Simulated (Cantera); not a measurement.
An adiabatic, constant-volume homogeneous reactor starts with H2 : O2 : N2 = 1 : 1.39 : 5.22 (molar parts), equivalence ratio 0.36, at 1548 K and 420 Torr.

Cantera simulation using GRI-Mech 3.0 (53 species, 325 reactions); the numbers are that mechanism's predictions, not measurements.

One state of this run: T (K) = 2490; P (bar) = 0.849; x H2 = 0.00239; x O2 = 0.112; x NO = 0.0158; x HO2 = 9.46e-6; x OH = 0.0142; x H2O2 = 2.75e-7. x: mole fraction; the columns are a selection and need not sum to one.

### Question
Which value of t (s) does it belong to?
A) 5.00e-6
B) 0.000246
C) 6.71e-5
D) 0.596

### Answer
D, 0.596
